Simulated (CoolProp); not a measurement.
Acetone along the isobar 0.954 bar: Z from the reference equation and from simpler models built on Tc = 508.1 K, pc = 46.92 bar, ω = 0.307; each cubic takes its own stable root.

The numbers come from the reference Helmholtz-energy equation of state, Lemmon 2006 in CoolProp. It is a short technical equation, of lower accuracy than the large ones.

```json
[
 {"T (K)": "190.1", "phase": "liquid", "reference": "0.003892", "van der Waals": "[?]", "Peng-Robinson": "0.004591"},
 {"T (K)": "214.3", "phase": "liquid", "reference": "0.003555", "van der Waals": "0.007057", "Peng-Robinson": "0.004144"},
 {"T (K)": "238.5", "phase": "liquid", "reference": "0.003290", "van der Waals": "0.006497", "Peng-Robinson": "[?]"},
 {"T (K)": "262.8", "phase": "liquid", "reference": "0.003080", "van der Waals": "0.9721", "Peng-Robinson": "[?]"},
 {"T (K)": "287", "phase": "liquid", "reference": "0.002913", "van der Waals": "[?]", "Peng-Robinson": "0.003313"},
 {"T (K)": "311.2", "phase": "liquid", "reference": "[?]", "van der Waals": "0.9809", "Peng-Robinson": "0.003149"},
 {"T (K)": "335.5", "phase": "gas", "reference": "0.9557", "van der Waals": "0.9839", "Peng-Robinson": "[?]"},
 {"T (K)": "359.7", "phase": "gas", "reference": "0.9684", "van der Waals": "[?]", "Peng-Robinson": "0.9782"}
]
```

Question: Fill in the missing entries.

Answer: 
- 190.1, van der Waals: 0.007779
- 238.5, Peng-Robinson: 0.003798
- 262.8, Peng-Robinson: 0.003526
- 287, van der Waals: 0.9771
- 311.2, reference: 0.002781
- 335.5, Peng-Robinson: 0.9734
- 359.7, van der Waals: 0.9863

At some of these states van der Waals gives the other phase, because its saturation line lies elsewhere.
